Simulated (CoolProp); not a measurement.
n-perfluoropentane along the isotherm 500 K: fugacity coefficient from the reference equation and from simpler models built on Tc = 421.0 K, pc = 2.063 MPa, ω = 0.436; each cubic takes its own stable root.

Model: reference Helmholtz-energy equation of state, Gao 2022, in CoolProp.

```tsv
p (MPa)	phase	reference
0.193	gas	0.9834
0.387	gas	0.9669
0.58	gas	0.9506
0.774	gas	0.9344
0.967	gas	0.9185
1.16	gas	0.9027
1.35	gas	0.8874
1.55	gas	0.8714
1.74	gas	0.8565
1.93	gas	0.8417
2.13	supercritical	0.8265
2.32	supercritical	0.8122
2.51	supercritical	0.7981
2.71	supercritical	0.7836
2.9	supercritical	0.7701
3.09	supercritical	0.7569
```

Q: How far does each simpler model (van der Waals, Redlich-Kwong, Peng-Robinson) lie from the reference over these 16 states: mean and median of the absolute difference, and the worst?

A: 
- van der Waals: mean 2.1 %, median 1.8 %, worst -5.1 % at 500 K and 3.09 MPa
- Redlich-Kwong: mean 2.4 %, median 2.3 %, worst -4.8 % at 500 K and 3.09 MPa
- Peng-Robinson: mean 1.5 %, median 1.6 %, worst -2.3 % at 500 K and 3.09 MPa
